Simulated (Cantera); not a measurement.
A closed system holds: 1 mol Si, 0.0038 mol H2O, 97 mol N2, at 0.0100 bar.

These are equilibrium values from Cantera (NASA tables, ideal gas, pure condensed phases), not measurements of a reactor. Candidate condensed phases: H2O, Si, SiO2, Si2N2O, Si3N4; 35 gas species. N2 is the only nitrogen source here; it is nearly inert below about 1500 K, so the nitride shown seldom forms there in practice. Mutual solubility and eutectic melting of coexisting phases are not modelled. Equilibrium is a limit: real reactors are often held back by kinetics, nucleation or transport.

### Question
Which condensed phases are stable at each of these points (T (K)): 1075, 1150, 1225, 1300, 1375, 1450, 1525, 1600, 1675, 1750, 1825, 1900, 1975?

### Answer
| T (K) | condensed phases | Si condensed (%) |
|---|---|---|
| 1075 | Si2N2O(s) + Si3N4(s) | 100.0 |
| 1150 | Si2N2O(s) + Si3N4(s) | 100.0 |
| 1225 | Si2N2O(s) + Si3N4(s) | 100.0 |
| 1300 | Si2N2O(s) + Si3N4(s) | 100.0 |
| 1375 | Si2N2O(s) + Si3N4(s) | 100.0 |
| 1450 | Si2N2O(s) + Si3N4(s) | 100.0 |
| 1525 | Si2N2O(s) + Si3N4(s) | 99.7 |
| 1600 | Si3N4(s) | 99.6 |
| 1675 | Si3N4(s) | 99.5 |
| 1750 | Si3N4(s) | 98.7 |
| 1825 | Si(l) | 94.4 |
| 1900 | Si(l) | 85.5 |
| 1975 | Si(l) | 64.1 |

From 1075 K to 1525 K the condensed part is Si2N2O(s) + Si3N4(s). From 1600 K to 1750 K the condensed part is Si3N4(s). From 1825 K to 1975 K the condensed part is Si(l).
